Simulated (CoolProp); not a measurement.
Model: reference Helmholtz-energy equation of state, Lemmon 2006, in CoolProp. It is a short technical equation, of lower accuracy than the large ones.

Q: Give the vapour pressure (MPa), liquid density (kg/m³), enthalpy of vaporisation (kJ/kg), liquid cp (kJ/(kg K)) of saturated acetone at 150.55 °C.

A: 
```json
[
 {"T (°C)": "150.55", "p (MPa)": "1.15", "liquid density (kg/m³)": "618", "enthalpy of vaporisation (kJ/kg)": "372", "liquid cp (kJ/(kg K))": "2.67"}
]
```
